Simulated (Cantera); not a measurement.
Input: 1 mol SiC, 0.022 mol H₂O, 220 mol H₂, at 0.000110 bar.

Cantera equilibrium calculation (NASA polynomials, part measured and part estimated; ideal gas, pure solids and liquids). Candidate condensed phases: C, C₆H₆, C₇H₈, C₈H₁₈, H₂O, Si, SiC, SiO₂; 123 gas species. Mutual solubility and eutectic melting of coexisting phases are not modelled. Rates play no part.

x: gas mole fraction; n: condensed amount in mol.

| T (K) | x H₂ | x H | x Si | x C₂H₂ (acetylene) | n SiC(s) | n SiO₂(β-quartz) | n C(graphite) |
|---|---|---|---|---|---|---|---|
| 1073 | 1.000 | 1.34e-6 | 2.23e-12 | 2.85e-12 | 0.992 | 0.00510 | 0 |
| 1173 | 1.000 | 1.12e-5 | 3.49e-10 | 2.06e-11 | 0.989 | 0 | 0 |
| 1273 | 1.000 | 6.80e-5 | 1.67e-8 | 2.37e-10 | 0.989 | 0 | 0 |
| 1373 | 1.000 | 0.000317 | 4.50e-7 | 1.91e-9 | 0.989 | 0 | 0 |
| 1473 | 0.999 | [?] | [?] | [?] | 0.988 | 0 | 0 |
| 1573 | 0.996 | [?] | [?] | [?] | 0.983 | 0 | 0 |
| 1673 | 0.989 | 0.0108 | 0.000115 | 1.10e-5 | 0.973 | 0 | 0 |
| 1773 | 0.973 | 0.0267 | 0.000411 | 0.000136 | 0.904 | 0 | 0.0102 |

**Question.** What belongs in the gaps?

**Answer.** 
- 1473, x H: 0.00121
- 1473, x Si: 7.22e-6
- 1473, x C₂H₂ (acetylene): 1.32e-8
- 1573, x H: 0.00387
- 1573, x Si: 5.16e-5
- 1573, x C₂H₂ (acetylene): 1.76e-7
